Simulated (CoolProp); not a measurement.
Cyclopentane at 294.68 K and 0.436 MPa is throttled through a valve to 0.228 MPa with no heat exchange. Each further row changes one setting.

Model: reference Helmholtz-energy equation of state, Gedanitz 2015, in CoolProp.

```tsv
case	temperature change (K)
as stated	+0.1
outlet pressure 0.0684 MPa	+0.2
outlet pressure 0.296 MPa	+0.1
```
